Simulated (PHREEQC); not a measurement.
A solution holds 0.0071 mol/kgw CO2, 0.0041 mol/kgw Na2SO4 and 0.09 mol/kgw NaBF4, at 20 °C. Closed to the air; pH follows from the charge balance.

Equilibrium calculation in PHREEQC: ion-association model, phreeqc.dat.

```json
{
  "pH": "2.73",
  "ionic_strength": "0.103 mol/kgw",
  "total_alkalinity": "-270 meq/kg"
}
```

```
species    molality  activity   log γ
---------  --------  --------  ------
Na+          0.0975    0.0766  -0.105
BF4-         0.0839    0.0656  -0.107
CO2         0.00710   0.00727   0.010
HF          0.00643   0.00659   0.010
BF3OH-      0.00425   0.00332  -0.107
F-          0.00340   0.00259  -0.119
SO4-2       0.00327   0.00122  -0.430
H+          0.00225   0.00185  -0.083
H3BO3       0.00110   0.00112   0.010
BF2(OH)2-  0.000732  0.000572  -0.107
NaSO4-     0.000574  0.000452  -0.104
HSO4-      0.000252  0.000197  -0.107
NaF        0.000111  0.000114   0.010
HF2-        8.04e-5   6.28e-5  -0.107
HCO3-       2.06e-6   1.62e-6  -0.104
BF(OH)3-    1.41e-6   1.10e-6  -0.107
```

This is a speciation only: nothing precipitates in the calculation. Real BF4- forms and hydrolyses slowly; the run takes it at equilibrium.
